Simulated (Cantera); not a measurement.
## SiCl₄ + NH₃ + H₂ + N₂ (silicon nitride deposition)

Charge: 1 mol SiCl₄, 8.2 mol NH₃, 0.39 mol H₂, 84 mol N₂, held at 9.75 Torr.

Method: chemical equilibrium by Gibbs-energy minimisation in Cantera with the NASA 1993 tables (ideal gas, pure condensed phases). Candidate condensed phases: NH₄Cl, Si, Si₃N₄; 28 gas species. The tables' values for SiCl, SiN, SiCl₃ are old estimates; treat these amounts as uncertain. Equilibrium is a limit: real reactors are often held back by kinetics, nucleation or transport.

From 775 K to 1775 K the condensed part is Si₃N₄(s). At 1975 K nothing is condensed. The main Si-bearing gas is SiCl₄ at 775 K and SiCl₂ at 1975 K.

```
T (K)   x N₂   x H₂   x HCl   x SiCl₂       x H  n Si₃N₄(s)
-----  -----  -----  ------  --------  --------  ----------
775    0.856  0.105  0.0389  2.94e-12  2.82e-12       0.331
975    0.856  0.105  0.0391   1.41e-8   3.25e-9       0.333
1175   0.856  0.105  0.0391   3.68e-6   3.48e-7       0.333
1375   0.856  0.105  0.0387  0.000180   9.73e-6       0.326
1575   0.856  0.107  0.0340   0.00246  0.000119       0.248
1775   0.856  0.112  0.0215   0.00855  0.000851      0.0316
1975   0.853  0.110  0.0227   0.00746   0.00397           0
```
x: gas mole fraction; n: condensed amount in mol.
